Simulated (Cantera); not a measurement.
Feed: 1 mol PbO, 0.59 mol CO, 5.7 mol N₂, equilibrated at 2000 °C and 7.70 bar.

Equilibrium computed with Cantera from the NASA thermochemical tables; the gas is ideal and each condensed phase is pure. Gases not in the tables: (PbO)n polymers. The numbers say what is thermodynamically allowed, not how fast it happens.

```csv
species,before,after
N₂,0.779,0.378
Pb,0.0792,0.217
CO₂,0.0745,0.214
PbO,0.0574,0.171
CO,0.00623,0.0164
Pb₂,0.000146,0.00109
NO,0.00136,0.00103
O₂,0.00178,0.00211
O,6.44e-5,7.02e-5
```
Gas species are given as mole fractions.

Problem. Name the change that produced these shifts.
A) pressure from 7.70 bar to 13.0 mbar
B) N₂ from 5.7 to 0.97 mol
C) pressure from 7.70 bar to 1.30 mbar
D) CO from 0.59 to 20 mol

Solution. B, N₂ from 5.7 to 0.97 mol
